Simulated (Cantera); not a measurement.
An isothermal, constant-pressure homogeneous reactor starts with CH₄ : CO₂ = 1 : 0.49 (molar parts), at 1525 K and 0.132 atm. Integrator tolerance rtol = 1e-08.

Model: GRI-Mech 3.0 (53 species, 325 reactions), integrated in Cantera. GRI-Mech 3.0 stops at C3 and has no aromatics, soot or wall deposition, so with more carbon than oxygen in the feed, carbon stays in small species such as C2H2 where larger ones or solid carbon would form.

Q: What does this change do: pressure from 0.132 atm to 12.8 atm?

A: 
```csv
quantity,before,after
x(CH₄) at 2.00 s,0.137 (gas-phase equilibrium 0.0107),0.237 (gas-phase equilibrium 0.176)
x(CO₂) at 2.00 s,0.0801 (gas-phase equilibrium 7.27e-8),0.0425 (gas-phase equilibrium 3.07e-5)
x(CH₃) at 2.00 s,0.000198 (gas-phase equilibrium 1.86e-5),6.20e-5 (gas-phase equilibrium 3.64e-5)
x(CH₂) at 2.00 s,1.92e-8 (gas-phase equilibrium 1.37e-9),9.88e-10 (gas-phase equilibrium 3.17e-10)
x(CO) at 2.00 s,0.149 (gas-phase equilibrium 0.333),0.275 (gas-phase equilibrium 0.389)
x(C₂H₄) at 2.00 s,0.00220 (gas-phase equilibrium 0.00135),0.0330 (gas-phase equilibrium 0.00705)
```
The pressure lies above the range GRI-Mech 3.0 was tuned for (to about 10 atm).

Q: What does this change do: pressure from 0.132 atm to 9.87 atm?

A: 
```tsv
quantity	before	after
x(CH₄) at 2.00 s	0.137 (gas-phase equilibrium 0.0107)	0.218 (gas-phase equilibrium 0.168)
x(CO₂) at 2.00 s	0.0801 (gas-phase equilibrium 7.27e-8)	0.0406 (gas-phase equilibrium 1.95e-5)
x(CH₃) at 2.00 s	0.000198 (gas-phase equilibrium 1.86e-5)	6.32e-5 (gas-phase equilibrium 3.91e-5)
x(CH₂) at 2.00 s	1.92e-8 (gas-phase equilibrium 1.37e-9)	1.21e-9 (gas-phase equilibrium 3.85e-10)
x(CO) at 2.00 s	0.149 (gas-phase equilibrium 0.333)	0.270 (gas-phase equilibrium 0.387)
x(C₂H₄) at 2.00 s	0.00220 (gas-phase equilibrium 0.00135)	0.0324 (gas-phase equilibrium 0.00802)
```

Q: What does this change do: temperature 1525 to 1200 K?

A: 
| quantity | before | after |
|---|---|---|
| x(CH₄) at 2.00 s | 0.137 (gas-phase equilibrium 0.0107) | 0.671 (gas-phase equilibrium 0.171) |
| x(CO₂) at 2.00 s | 0.0801 (gas-phase equilibrium 7.27e-8) | 0.329 (gas-phase equilibrium 8.24e-7) |
| x(CH₃) at 2.00 s | 0.000198 (gas-phase equilibrium 1.86e-5) | 3.74e-6 (gas-phase equilibrium 2.72e-6) |
| x(CH₂) at 2.00 s | 1.92e-8 (gas-phase equilibrium 1.37e-9) | <1e-12 (gas-phase equilibrium 1.14e-12) |
| x(CO) at 2.00 s | 0.149 (gas-phase equilibrium 0.333) | 2.36e-7 (gas-phase equilibrium 0.387) |
| x(C₂H₄) at 2.00 s | 0.00220 (gas-phase equilibrium 0.00135) | 8.22e-6 (gas-phase equilibrium 0.00614) |
